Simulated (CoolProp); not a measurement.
The numbers come from the reference Helmholtz-energy equation of state, de Reuck 1993 in CoolProp.

### Question
For methanol, give the phase and the density (kg/m³), fugacity coefficient at 515.5 K and 40.8 bar; 561.3 K and 40.8 bar.

### Answer
- 515.5 K and 40.8 bar: gas; density 38.0, fugacity coefficient 0.841
- 561.3 K and 40.8 bar: gas; density 32.1, fugacity coefficient 0.889
